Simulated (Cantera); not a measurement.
A freely propagating, adiabatic, planar premixed flame of 4.10 % C3H8, 21.3 % O2, 74.6 % N2, equivalence ratio 0.96, unburnt at 525 K and 830000 Pa; mixture-averaged transport, grid criteria slope 0.08 and curve 0.16, no radiation.

Computed with Cantera and GRI-Mech 3.0 (53 species, 325 reactions). GRI-Mech 3.0 was tuned for natural gas; its chemistry of propane as a main component is partial and can be far from experiment. Burning velocities carry a grid error of a few per cent, more on coarse grids.

x: mole fraction of selected species; z is measured from the peak of heat release.

| z (mm) | T (K) | u (m/s) | x C3H8 | x O2 | x CH4 | x C2H | x H2 | x HCO |
|---|---|---|---|---|---|---|---|---|
| -0.145 | 525 | 0.768 | 0.0409 | 0.213 | (withheld) | <1e-8 | 0.000708 | <1e-8 |
| -0.0967 | 527 | 0.772 | 0.0409 | 0.213 | (withheld) | <1e-8 | 0.00199 | <1e-8 |
| -0.0726 | 534 | 0.784 | 0.0408 | 0.212 | (withheld) | <1e-8 | 0.00353 | <1e-8 |
| -0.0484 | 587 | 0.868 | 0.0402 | 0.206 | (withheld) | <1e-8 | 0.00651 | <1e-8 |
| -0.0242 | 951 | 1.44 | 0.0311 | 0.167 | (withheld) | <1e-8 | 0.0114 | 2.94e-7 |
| -0.0121 | 1379 | 2.14 | 0.0130 | 0.121 | (withheld) | 1.98e-8 | 0.0139 | 1.25e-5 |
| 0 | 1821 | 2.89 | 0.000462 | 0.0713 | (withheld) | 1.68e-6 | 0.0137 | 5.59e-5 |
| 0.0121 | 2041 | 3.23 | 3.26e-7 | 0.0432 | (withheld) | 1.52e-6 | 0.00999 | 1.46e-5 |
| 0.0242 | 2135 | 3.36 | <1e-8 | 0.0322 | (withheld) | 9.64e-8 | 0.00795 | 1.26e-6 |
| 0.0484 | 2242 | 3.50 | <1e-8 | 0.0245 | (withheld) | <1e-8 | 0.00681 | 1.25e-7 |
| 0.0967 | 2344 | 3.63 | <1e-8 | 0.0193 | <1e-8 | <1e-8 | 0.00537 | 4.67e-8 |
| 0.193 | 2420 | 3.73 | <1e-8 | 0.0156 | <1e-8 | <1e-8 | 0.00387 | 1.70e-8 |
| 0.387 | 2461 | 3.79 | <1e-8 | 0.0134 | <1e-8 | <1e-8 | 0.00298 | <1e-8 |

Question: Some entries are withheld; supply them.

Answer: 
- -0.145, x CH4: 8.00e-7
- -0.0967, x CH4: 8.19e-6
- -0.0726, x CH4: 3.56e-5
- -0.0484, x CH4: 0.000219
- -0.0242, x CH4: 0.00137
- -0.0121, x CH4: 0.00255
- 0, x CH4: 0.00174
- 0.0121, x CH4: 0.000226
- 0.0242, x CH4: 1.27e-5
- 0.0484, x CH4: 4.29e-8
